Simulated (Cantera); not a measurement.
Input: 1 mol SiHCl3, 0.36 mol CH4, 760 mol H2, at 1500 Pa.

Cantera equilibrium calculation (NASA polynomials, part measured and part estimated; ideal gas, pure solids and liquids). Candidate condensed phases: C, C6H6, C7H8, C8H18, Si, SiC; 109 gas species. Gases not in the tables: Si2H6 and higher silanes. Kinetics and transport are ignored.

### Question
Which condensed phases are stable at each of these points (T (K)): 2050, 2100, 2150, 2200, 2250, 2300, 2350, 2400, 2450?

### Answer
| T (K) | condensed phases | Si condensed (%) |
|---|---|---|
| 2050 | SiC(s) | 12.2 |
| 2100 | gas only | 0.0 |
| 2150 | gas only | 0.0 |
| 2200 | gas only | 0.0 |
| 2250 | gas only | 0.0 |
| 2300 | gas only | 0.0 |
| 2350 | gas only | 0.0 |
| 2400 | gas only | 0.0 |
| 2450 | gas only | 0.0 |

At 2050 K the condensed part is SiC(s). From 2100 K to 2450 K nothing is condensed.
